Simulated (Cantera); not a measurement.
Predominance diagram of Ta at 1250 K against the partial pressures of O2 and CO (log10, bar). Source: NASA polynomial tables (part measured, part estimated), evaluated in Cantera. Candidates: Ta(s), TaC(s), Ta2O5(s). Only these pure phases compete in this equilibrium. TaC: taken at fixed stoichiometry. Not in the tables: Ta2C.

```
log p(CO) \ log p(O2)
        columns: -26, -24.6, -23.3, -22, -20.6, -19.2, -17.9, -16.5, -15.2, -13.8, -12.5, -11.1, -9.8, -8.4, -7.1, -5.8, -4.4, -3, -1.7, -0.3, 1
      0  A A A A A A B B B B A A A A A A A A A A A
   -0.7  A A A A A B B B B B B A A A A A A A A A A
   -1.4  A A A A B B B B B B B B B A A A A A A A A
   -2.1  A A A C B B B B B B B B B B A A A A A A A
   -2.9  A A C C B B B B B B B B B B B A A A A A A
   -3.6  A C C C B B B B B B B B B B B B A A A A A
   -4.3  C C C B B B B B B B B B B B B B B A A A A
     -5  C C C B B B B B B B B B B B B B B B A A A
   -5.7  C C C B B B B B B B B B B B B B B B B A A
   -6.4  C C B B B B B B B B B B B B B B B B B B A
   -7.1  C C B B B B B B B B B B B B B B B B B B B
   -7.9  C C B B B B B B B B B B B B B B B B B B B
   -8.6  C B B B B B B B B B B B B B B B B B B B B
   -9.3  C B B B B B B B B B B B B B B B B B B B B
    -10  D B B B B B B B B B B B B B B B B B B B B
```

A: out of reach (another gas would pass 10 bar, or a non-metal would condense); B: Ta2O5(s); C: TaC(s); D: Ta(s).
